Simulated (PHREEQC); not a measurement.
Consider water at 25 °C with 8.9 mmol/kgw HBr and 4.2 mmol/kgw MnSO4. Closed to the air; pH follows from the charge balance.

Computed with PHREEQC (ion-association model, phreeqc.dat).

Precipitation was switched off in this run.

Estimate the pH, ionic strength, specific conductance.

pH 2.16; ionic strength 0.0213 mol/kgw; specific conductance 3770 µS/cm.

In which forms is Mn present?

Mn+2 87 %, MnSO4 13 % of the Mn.
